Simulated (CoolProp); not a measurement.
Dodecamethylpentasiloxane (MD3M) at 250.49 K and 1.45 MPa is throttled through a valve to 0.373 MPa with no heat exchange. Each further row changes one setting.

The numbers come from the reference Helmholtz-energy equation of state, Thol 2019 in CoolProp.

```csv
case,temperature change (K),final density (kg/m³)
as stated,+0.5,916
outlet pressure 0.112 MPa,+0.7,915
outlet pressure 0.485 MPa,+0.5,916
```
